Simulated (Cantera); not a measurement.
## borazine + O₂ + NH₃ (boron, boron nitride and boron oxide)

Charge: 1 mol borazine, 4.5 mol O₂, 0.1 mol NH₃, at 100000 Pa.

These are equilibrium values from Cantera (NASA tables, ideal gas, pure condensed phases), not measurements of a reactor. Candidate condensed phases: B, BN, B₂O₃, B₃O₃H₃, H₂O; 39 gas species. The feed counts by its element totals alone. Gases not in the tables: H₃BO₃. The numbers say what is thermodynamically allowed, not how fast it happens.

From 1198 K to 1873 K the condensed part is B₂O₃(l).

| T (K) | x H₂O | x N₂ | x HBO₂ | x O₂ | x B₂O₃ | x (HBO₂)₃ | n B₂O₃(l) |
|---|---|---|---|---|---|---|---|
| 1198 | 0.579 | 0.289 | 0.000615 | 0.126 | 8.62e-9 | 0.00519 | 1.46 |
| 1273 | 0.580 | 0.289 | 0.00168 | 0.126 | 8.68e-8 | 0.00398 | 1.46 |
| 1348 | 0.579 | 0.288 | 0.00408 | 0.125 | 6.68e-7 | 0.00312 | 1.46 |
| 1423 | 0.576 | 0.287 | 0.00894 | 0.125 | 4.10e-6 | 0.00249 | 1.46 |
| 1498 | 0.569 | 0.286 | 0.0180 | 0.124 | 2.08e-5 | 0.00200 | 1.43 |
| 1573 | 0.557 | 0.283 | 0.0335 | 0.123 | 8.98e-5 | 0.00161 | 1.39 |
| 1648 | 0.538 | 0.279 | 0.0582 | 0.121 | 0.000336 | 0.00129 | 1.33 |
| 1723 | 0.508 | 0.274 | 0.0949 | 0.119 | 0.00112 | 0.00102 | 1.22 |
| 1798 | 0.467 | 0.265 | 0.146 | 0.115 | 0.00333 | 0.000774 | 1.05 |
| 1873 | 0.411 | 0.254 | 0.210 | 0.109 | 0.00907 | 0.000561 | 0.797 |
x: gas mole fraction; n: condensed amount in mol.
